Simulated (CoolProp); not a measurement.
CHF3 (R23) along the isotherm 307.2 K: Z from the reference equation and from simpler models built on Tc = 299.3 K, pc = 4832 kPa, ω = 0.263; each cubic takes its own stable root.

Values from CoolProp's reference Helmholtz-energy equation of state, Penoncello 2003.

| p (kPa) | phase | reference | van der Waals | Soave-Redlich-Kwong | Peng-Robinson |
|---|---|---|---|---|---|
| 38.2 | gas | 0.9974 | 0.9978 | 0.9975 | 0.9972 |
| 86.9 | gas | 0.9940 | 0.9950 | 0.9944 | 0.9937 |
| 198 | gas | 0.9863 | 0.9885 | 0.9871 | 0.9856 |
| 450 | gas | 0.9686 | ___ | 0.9704 | 0.9670 |
| 1020 | gas | ___ | 0.9381 | 0.9313 | 0.9236 |
| 2330 | gas | ___ | 0.8464 | 0.8325 | ___ |
| 5310 | supercritical | ___ | 0.4193 | 0.4763 | 0.4484 |
| 12100 | supercritical | 0.3504 | 0.5126 | 0.4265 | 0.3850 |

Fill in the missing entries.


- 450, van der Waals: 0.9735
- 1020, reference: 0.9270
- 2330, reference: 0.8212
- 2330, Peng-Robinson: 0.8157
- 5310, reference: 0.4376
